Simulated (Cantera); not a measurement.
Input: 1 mol Al, 4.6 mol NH₃, 2.9 mol H₂, equilibrated at 0.00133 bar.

Cantera equilibrium calculation (NASA polynomials, part measured and part estimated; ideal gas, pure solids and liquids). Candidate condensed phases: Al, AlN; 13 gas species. Rates play no part.

**Question.** Which condensed phases are stable at each of these points (T (K)): 900, 1000, 1100, 1200, 1300, 1400, 1500, 1600, 1700, 1800, 1900, 2000, 2100, 2200?

**Answer.** 
```csv
T (K),condensed phases,Al condensed (%)
900,AlN(s),100.0
1000,AlN(s),100.0
1100,AlN(s),100.0
1200,AlN(s),100.0
1300,AlN(s),100.0
1400,AlN(s),100.0
1500,AlN(s),100.0
1600,AlN(s),99.9
1700,AlN(s),98.5
1800,AlN(s),81.2
1900,gas only,0.0
2000,gas only,0.0
2100,gas only,0.0
2200,gas only,0.0
```

From 900 K to 1800 K the condensed part is AlN(s). From 1900 K to 2200 K nothing is condensed.
